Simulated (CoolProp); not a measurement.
A single-stage vapour-compression cycle with the fluid: evaporating at 248.15 K (dew point), condensing at 268.15 K (bubble point), superheat 2 K, subcooling 2 K, compressor efficiency 0.9, no pressure losses. The same conditions are run with several fluids, on thermodynamics alone (safety and materials aside).

Computed with CoolProp (reference Helmholtz-energy equation of state of each fluid (R236FA: Pan 2012; R115: Lemmon 2016; trans-2-butene: Lemmon 2005; R142b: Lemmon 2006; n-perfluorobutane: Gao 2022; R1224YDZ: Akasaka 2023)).

```
fluid              cooling COP  pressure ratio  discharge temperature (K)  refrigerating effect (kJ/kg)  volumetric capacity (kJ/m³)
-----------------  -----------  --------------  -------------------------  ----------------------------  ---------------------------
R236FA                    10.5            2.57                        [?]                           151                          383
R115                      10.2             [?]                      269.1                           103                         1500
trans-2-butene            10.6            2.40                        [?]                           [?]                          361
R142b                     10.6            2.35                      278.0                           212                          532
n-perfluorobutane         10.1            2.48                      268.1                          86.9                          368
R1224YDZ                  10.6            2.74                      274.7                           170                          198
```

Problem. Fill in the missing entries.

Solution. 
- R236FA, discharge temperature (K): 270.7
- R115, pressure ratio: 2.05
- trans-2-butene, discharge temperature (K): 277.3
- trans-2-butene, refrigerating effect (kJ/kg): 392

The compression ends wet for: n-perfluorobutane.
